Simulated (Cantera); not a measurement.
Charge: 1 mol CH3SiH3, a varied amount of HCl, 2.3 mol H2, at 1550 K and 90.0 mbar.

Equilibrium computed with Cantera from the NASA thermochemical tables; the gas is ideal and each condensed phase is pure. Candidate condensed phases: C, C6H6, C7H8, C8H18, Si, SiC; 109 gas species. The feed counts by its element totals alone. The tables' values for SiCl3 are old estimates; treat these amounts as uncertain. Kinetics and transport are ignored.

x: gas mole fraction; n: condensed amount in mol.

| n(HCl) (mol) | x H2 | x HCl | x SiCl2 | x CH4 | x H | n SiC(s) | n C(graphite) |
|---|---|---|---|---|---|---|---|
| 0.04 | 0.992 | 0.00746 | 1.71e-5 | 1.73e-5 | 0.000105 | 1.000 | 0 |
| 0.055 | 0.990 | 0.0102 | 2.36e-5 | 2.35e-5 | 0.000104 | 1.000 | 0 |
| 0.076 | 0.986 | … | … | … | 0.000104 | 1.000 | 0 |
| 0.1 | 0.981 | … | … | … | 0.000104 | 1.000 | 0 |
| 0.14 | 0.974 | 0.0256 | 5.97e-5 | 5.74e-5 | 0.000104 | 1.000 | 0 |
| 0.2 | 0.964 | 0.0362 | 8.47e-5 | 8.00e-5 | 0.000103 | 1.000 | 0 |
| 0.27 | 0.951 | 0.0482 | 0.000113 | 0.000105 | 0.000102 | 0.999 | 0 |
| 0.38 | 0.933 | 0.0666 | 0.000157 | 0.000141 | 0.000101 | 0.999 | 0 |
| 0.52 | 0.911 | 0.0888 | 0.000254 | 0.000152 | 0.000100 | 0.998 | 0.000523 |
| 0.71 | 0.882 | 0.117 | 0.000456 | 0.000142 | 9.86e-5 | 0.997 | 0.00197 |
| 0.98 | 0.845 | 0.154 | 0.000824 | 0.000131 | 9.65e-5 | 0.994 | 0.00487 |

Problem. Complete the blanks.

Solution. 
- 0.1, x HCl: 0.0184
- 0.1, x SiCl2: 4.28e-5
- 0.1, x CH4: 4.18e-5
- 0.076, x HCl: 0.0141
- 0.076, x SiCl2: 3.26e-5
- 0.076, x CH4: 3.21e-5
